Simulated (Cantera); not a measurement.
Input (Python, Cantera):

```python
import numpy as np
import cantera as ct

gas = ct.Solution("gri30.yaml")


def delay(T, t_max=10):
    gas.TPX = T, 1000000, {'C3H8': 1, 'O2': 2.63, 'N2': 16.8, 'CO2': 0.44}
    reactor = ct.IdealGasConstPressureReactor(gas, clone=False)
    net = ct.ReactorNet([reactor])
    net.rtol, net.atol = 1e-8, 1e-16
    while net.time < t_max:
        t_old, T_old = net.time, reactor.T
        net.step()
        if reactor.T > T + 400:  # ignition: a rise of 400 K
            return t_old + (T + 400 - T_old) / (reactor.T - T_old) * (net.time - t_old)
    return np.nan


taus = []
for T in [1275, 1375, 1475, 1575, 1675, 1775, 1875]:
    taus.append(delay(T))
    print(f"T0 = {T:6g} K   tau = {taus[-1]:.4e} s")
```

Result:

```
T0 =   1275 K   tau = 6.8628e-04 s
T0 =   1375 K   tau = 1.4551e-04 s
T0 =   1475 K   tau = 4.1263e-05 s
T0 =   1575 K   tau = 1.5333e-05 s
T0 =   1675 K   tau = 7.1429e-06 s
T0 =   1775 K   tau = 3.9657e-06 s
T0 =   1875 K   tau = 2.5034e-06 s
```

Model: GRI-Mech 3.0 (53 species, 325 reactions), integrated in Cantera. GRI-Mech 3.0 was tuned for natural gas; its chemistry of propane as a main component is partial and can be far from experiment.
